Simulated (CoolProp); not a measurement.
n-heptane along the isobar 10 bar: fugacity coefficient from the reference equation and from simpler models built on Tc = 541.2 K, pc = 27.74 bar, ω = 0.349; each cubic takes its own stable root.

Model: reference Helmholtz-energy equation of state, Span 2003, in CoolProp. It is a short technical equation, of lower accuracy than the large ones.

```csv
T (K),phase,reference,Redlich-Kwong,Peng-Robinson
506.9,gas,0.8412,0.8546,0.8366
516.2,gas,0.8515,___,0.8458
525.5,gas,0.8610,0.8689,0.8545
534.8,gas,___,0.8754,0.8625
544.2,gas,0.8778,0.8816,0.8702
553.5,gas,0.8852,0.8873,0.8772
562.8,gas,0.8921,0.8926,0.8839
572.1,gas,0.8984,0.8976,0.8901
581.4,gas,0.9043,0.9024,0.8960
590.7,gas,___,0.9068,0.9015
600,gas,0.9149,0.9111,0.9067
```

**Question.** Complete the blanks.

**Answer.** 
- 516.2, Redlich-Kwong: 0.8620
- 534.8, reference: 0.8697
- 590.7, reference: 0.9098
